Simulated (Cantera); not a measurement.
A freely propagating, adiabatic, planar premixed flame of H₂ : O₂ : N₂ : H₂O = 1 : 0.676 : 3.24 : 0.012 (molar parts), equivalence ratio 0.74, unburnt at 623 K and 760 Torr; mixture-averaged transport, grid criteria slope 0.08 and curve 0.16, no radiation.

Detailed kinetics in Cantera: the H2/O2 subset of GRI-Mech 3.0, which has no nitrogen chemistry. Burning velocities carry a grid error of a few per cent, more on coarse grids.

Task: Predict: laminar burning velocity; thermal thickness; peak x(H₂O₂); peak x(H); peak x(OH); peak x(O).

Result: 
```json
{
  "laminar_burning_velocity": "463 cm/s",
  "thermal_thickness": "0.476 mm",
  "peak x(H₂O₂)": "1.45e-5",
  "peak x(H)": "0.0261",
  "peak x(OH)": "0.0110",
  "peak x(O)": "0.0100"
}
```
